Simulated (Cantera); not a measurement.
Cantera with NASA thermochemical tables; ideal gases at 1 bar, condensed phases pure. Values are per mole of reaction as written; species without (g) are pure solids or liquids, kept so even where they would boil at 1 bar. VN: taken at fixed stoichiometry.

3 V2O5 + 6 N(g) ⇌ 6 VN + 5 O3(g), with ΔH° = 1221.7 kJ and ΔS° = 106.6 J/K at 300 K.

Task: How far is the shortcut ΔG° ≈ ΔH°(300 K) − T·ΔS°(300 K) from the full temperature-dependent value at 1298, 1348, 1398, 1448, 1498, 1548, 1598 K?

Result: 
```tsv
T (K)	shortcut (kJ)	full (kJ)	difference (kJ)	difference in log10 K	condensed phases
1298	1083.3	1239.1	-155.8	6.27	V2O5(l), VN(s)
1348	1078.0	1250.7	-172.7	6.69	V2O5(l), VN(s)
1398	1072.6	1262.3	-189.7	7.09	V2O5(l), VN(s)
1448	1067.3	1274.2	-206.8	7.46	V2O5(l), VN(s)
1498	1062.0	1286.1	-224.1	7.81	V2O5(l), VN(s)
1548	1056.6	1298.0	-241.4	8.15	V2O5(l), VN(s)
1598	1051.3	1310.1	-258.8	8.46	V2O5(l), VN(s)
```
The shortcut ignores heat capacities and the phase changes listed.
